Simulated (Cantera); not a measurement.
# Equilibrium for silicon etching in halogen gases: Si + SF6

Input: 1 mol Si, 3.4 mol SF6, equilibrated at 133 Pa.

Equilibrium computed with Cantera from the NASA thermochemical tables; the gas is ideal and each condensed phase is pure. Candidate condensed phases: S, Si; 21 gas species. The tables' values for SF3, S2F2 (SSF2), SF5 are old estimates; treat these amounts as uncertain. Equilibrium is a limit: real reactors are often held back by kinetics, nucleation or transport.

```
T (°C)  x SF4  x SF6  x SiF4       x F     x SF3  x S2F2 (SSF2)     x SF2     x SF5
------  -----  -----  ------  --------  --------  -------------  --------  --------
452     0.448  0.323   0.228  1.73e-11  0.000307        0.00123  0.000233   1.23e-6
527     0.453  0.319   0.227   2.13e-9  0.000505        2.70e-5  0.000264   4.54e-6
602     0.453  0.319   0.227   1.16e-7  0.000745        1.06e-6  0.000283   1.35e-5
677     0.452  0.319   0.227   3.37e-6   0.00103        6.97e-8  0.000299   3.37e-5
752     0.452  0.319   0.227   5.96e-5   0.00136        6.85e-9  0.000313   7.37e-5
827     0.451  0.319   0.227  0.000712   0.00173       9.32e-10  0.000326  0.000145
902     0.451  0.314   0.226   0.00615   0.00215       1.71e-10  0.000341  0.000259
977     0.451  0.287   0.218    0.0394   0.00270       4.92e-11  0.000385  0.000417
1052    0.455  0.182   0.189     0.169   0.00404       5.21e-11  0.000632  0.000529
```
x: gas mole fraction; nothing condenses.

From 452 °C to 1052 °C nothing is condensed. The main Si-bearing gas is SiF4 throughout.
